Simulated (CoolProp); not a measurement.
The numbers come from the reference Helmholtz-energy equation of state, Lemmon 2006 in CoolProp. It is a short technical equation, of lower accuracy than the large ones.

**Question.** For R142b, give the phase and the density (kg/m³), cp (kJ/(kg K)), isothermal compressibility (1/MPa), conductivity (mW/(m K)) at 315 K and 3200 kPa.

**Answer.** 
- 315 K and 3200 kPa: liquid; density 1080, cp 1.34, isothermal compressibility 0.00387, conductivity 77.4

Thermal conductivity comes from a separate model (Huber 2003), an estimate that may be off by 10 % or more.
